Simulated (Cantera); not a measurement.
Charge: 1 mol Fe, 0.052 mol H2O, 0.17 mol H2, 0.023 mol Cl2, at 1225 K and 3.90 bar.

Equilibrium computed with Cantera from the NASA thermochemical tables; the gas is ideal and each condensed phase is pure. Candidate condensed phases: Fe, FeCl2, FeCl3, FeO, Fe(OH)2, Fe(OH)3, Fe2O3, Fe3O4, H2O; 22 gas species. Mutual solubility and eutectic melting of coexisting phases are not modelled. The tables' stoichiometric FeO is somewhat more stable than real wüstite, so its field is too wide. FeO: taken at fixed stoichiometry. The numbers say what is thermodynamically allowed, not how fast it happens.

Base state: H2 0.642, H2O 0.186, HCl 0.156, FeCl2 0.0152, Fe2Cl4 0.000445 (mole fractions); condensed: Fe(γ) + FeO(s).

Question: What changes in the equilibrium state with this change: 0.61 mol O2 added?

Answer: 
```csv
species,before,after
H2O,0.186,0.788
HCl,0.156,0.178
H2,0.642,0.0290
FeCl2,0.0152,0.00471
Fe2Cl4,0.000445,4.27e-5
FeCl3,6.29e-6,1.05e-5
"Fe(γ), mol",0.990,0
"FeO(s), mol",0.00637,0.759
"Fe3O4(s), mol",0,0.0801
```

Question: What changes in the equilibrium state with this change: Cl2 from 0.023 to 0.017 mol?

Answer: 
```tsv
species	before	after
H2	0.642	0.672
H2O	0.186	0.195
HCl	0.156	0.123
FeCl2	0.0152	0.00913
Fe2Cl4	0.000445	0.000160
Fe(γ), mol	0.990	0.992
FeO(s), mol	0.00637	0.00540
```
